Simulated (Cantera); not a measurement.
Feed: 1 mol CuO, a varied amount of CH4, 6.1 mol N2, at 850 K and 0.000520 bar.

Cantera equilibrium calculation (NASA polynomials, part measured and part estimated; ideal gas, pure solids and liquids). Candidate condensed phases: C, C6H6, C7H8, C8H18, Cu, CuO, Cu(OH)2, Cu2O, H2O; 139 gas species. Rates play no part.

Q: Which condensed phases are stable at each of these points (n(CH4) (mol)): 0.36, 0.6, 0.85, 1.1, 1.3, 1.6, 1.8, 2.1, 2.3, 2.6, 2.8?

A: 
```json
[
 {"n(CH4) (mol)": "0.36", "condensed phases": "Cu(s)", "Cu condensed (%)": "100.0"},
 {"n(CH4) (mol)": "0.6", "condensed phases": "Cu(s)", "Cu condensed (%)": "100.0"},
 {"n(CH4) (mol)": "0.85", "condensed phases": "Cu(s)", "Cu condensed (%)": "100.0"},
 {"n(CH4) (mol)": "1.1", "condensed phases": "C(graphite) + Cu(s)", "Cu condensed (%)": "100.0"},
 {"n(CH4) (mol)": "1.3", "condensed phases": "C(graphite) + Cu(s)", "Cu condensed (%)": "100.0"},
 {"n(CH4) (mol)": "1.6", "condensed phases": "C(graphite) + Cu(s)", "Cu condensed (%)": "100.0"},
 {"n(CH4) (mol)": "1.8", "condensed phases": "C(graphite) + Cu(s)", "Cu condensed (%)": "100.0"},
 {"n(CH4) (mol)": "2.1", "condensed phases": "C(graphite) + Cu(s)", "Cu condensed (%)": "100.0"},
 {"n(CH4) (mol)": "2.3", "condensed phases": "C(graphite) + Cu(s)", "Cu condensed (%)": "100.0"},
 {"n(CH4) (mol)": "2.6", "condensed phases": "C(graphite) + Cu(s)", "Cu condensed (%)": "100.0"},
 {"n(CH4) (mol)": "2.8", "condensed phases": "C(graphite) + Cu(s)", "Cu condensed (%)": "100.0"}
]
```

From 0.36 mol CH4 to 0.85 mol CH4 the condensed part is Cu(s). From 1.1 mol CH4 to 2.8 mol CH4 the condensed part is C(graphite) + Cu(s).
